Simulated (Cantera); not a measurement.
Input (Python, Cantera):

```python
import numpy as np
import cantera as ct

gas = ct.Solution("gri30.yaml")
gas.TPX = 625, 740000, {'CH4': 1, 'C2H6': 0.059, 'C3H8': 1.4, 'O2': 7.08, 'N2': 20}
flame = ct.FreeFlame(gas, width=0.0099)
flame.set_refine_criteria(ratio=3, slope=0.08, curve=0.16)
flame.transport_model = "mixture-averaged"
flame.solve(loglevel=0, auto=True)
z, T = flame.grid, flame.T
thick = (T[-1] - T[0]) / np.gradient(T, z).max()
show = ['CH4', 'C2H6', 'C3H8', 'HCN', 'CH2CO', 'H2']
print(f"laminar burning velocity  {flame.velocity[0] * 100:.3f} cm/s")
print(f"burnt temperature         {T[-1]:.1f} K")
print(f"thermal thickness         {thick * 1e3:.4f} mm")
print(f"grid points               {len(z)}")
z0 = z[flame.heat_release_rate.argmax()]
print(f"{'z/mm':>9s}{'T/K':>9s}{'u/(m/s)':>9s}" + "".join(f"{s:>11s}" for s in show))
rows = []
for k in (-3, -2, -1.5, -1, -0.5, -0.25, 0, 0.25, 0.5, 1, 2, 4, 8):
    zz = z0 + k * thick
    rows.append([k * thick, np.interp(zz, z, T), np.interp(zz, z, flame.velocity),
                 *(np.interp(zz, z, flame.X[gas.species_index(s)]) for s in show)])
    print(f"{rows[-1][0] * 1e3:9.3f}{rows[-1][1]:9.1f}{rows[-1][2]:9.3f}" + "".join(f"{x:11.3e}" for x in rows[-1][3:]))
```

Result:

```
laminar burning velocity  129.321 cm/s
burnt temperature         2590.5 K
thermal thickness         0.0417 mm
grid points               158
     z/mm      T/K  u/(m/s)        CH4       C2H6       C3H8        HCN      CH2CO         H2
   -0.125    625.2    1.296  3.376e-02  1.993e-03  4.730e-02  4.482e-10  2.017e-08  2.367e-03
   -0.083    627.2    1.306  3.357e-02  1.986e-03  4.712e-02  6.607e-09  3.774e-07  6.407e-03
   -0.063    637.5    1.335  3.319e-02  1.980e-03  4.685e-02  4.984e-08  3.602e-06  1.151e-02
   -0.042    712.6    1.512  3.169e-02  2.022e-03  4.562e-02  5.156e-07  5.135e-05  2.107e-02
   -0.021   1167.0    2.583  2.528e-02  2.735e-03  3.135e-02  5.344e-06  7.987e-04  3.625e-02
   -0.010   1627.8    3.746  1.820e-02  2.209e-03  9.707e-03  1.310e-05  2.038e-03  4.397e-02
    0.000   2060.0    4.865  7.775e-03  2.750e-04  2.346e-04  2.704e-05  1.670e-03  4.669e-02
    0.010   2296.0    5.450  1.632e-03  5.168e-06  2.566e-07  3.885e-05  3.686e-04  4.385e-02
    0.021   2387.1    5.653  2.466e-04  9.602e-08  7.578e-11  3.373e-05  4.883e-05  4.116e-02
    0.042   2447.7    5.764  5.853e-06  6.234e-11  2.037e-16  1.359e-05  9.363e-07  4.013e-02
    0.083   2500.2    5.861  1.592e-08  6.054e-16  2.143e-23  2.321e-06  2.185e-09  4.061e-02
    0.167   2546.5    5.954  8.135e-12  2.843e-20  1.366e-30  1.974e-07  7.622e-13  4.046e-02
    0.334   2576.8    6.015  2.521e-12  1.663e-23  1.216e-34  1.820e-08  2.460e-14  4.023e-02
```

Computed with Cantera and GRI-Mech 3.0 (53 species, 325 reactions). GRI-Mech 3.0 was tuned for natural gas; its chemistry of propane as a main component is partial and can be far from experiment. Burning velocities carry a grid error of a few per cent, more on coarse grids.
